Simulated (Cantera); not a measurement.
Low-pressure radical oxidation in H2/O2

A perfectly stirred reactor is fed with H₂ : O₂ = 0.88 : 1 (molar parts), at 0.0133 bar; it is held at 900 K, and followed from long to short residence time.

Model: the H2/O2 subset of GRI-Mech 3.0, which has no nitrogen chemistry, integrated in Cantera. Radical loss at walls, strong at low pressure, is not modelled. Below about 950 K walls govern HO2 and H2O2 in real vessels. The temperature is held fixed by assumption; the heat of reaction is taken as removed at once.

| τ (s) | x H₂ | x O₂ | x H | x H₂O₂ | x OH | x HO₂ |
|---|---|---|---|---|---|---|
| 1.2 | 0.00727 | 0.391 | 0.000499 | 8.75e-7 | 0.000437 | 2.22e-5 |
| 0.42 | 0.0129 | 0.392 | 0.00141 | 8.80e-7 | 0.000687 | 2.51e-5 |
| 0.15 | 0.0224 | 0.394 | 0.00388 | 8.69e-7 | 0.00107 | 2.69e-5 |
| 0.055 | 0.0378 | 0.397 | 0.0102 | 8.25e-7 | 0.00165 | 2.76e-5 |
| 0.020 | 0.0634 | 0.402 | 0.0259 | 7.23e-7 | 0.00244 | 2.68e-5 |
| 0.0072 | 0.105 | 0.411 | 0.0590 | 5.55e-7 | 0.00335 | 2.39e-5 |
| 0.0026 | 0.172 | 0.427 | 0.101 | 3.65e-7 | 0.00387 | 1.90e-5 |
x: mole fraction; the columns are a selection and need not sum to one.
